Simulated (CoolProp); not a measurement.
Computed with CoolProp (reference Helmholtz-energy equation of state, Bücker 2006).

Question: For n-butane, give the phase and the Z, conductivity (mW/(m K)) at 257 K and 2330 kPa; 353.6 K and 2330 kPa.

Answer: 
- 257 K and 2330 kPa: liquid; Z 0.102, conductivity 124
- 353.6 K and 2330 kPa: liquid; Z 0.0913, conductivity 85.8

Thermal conductivity comes from a separate model (Perkins 2002).
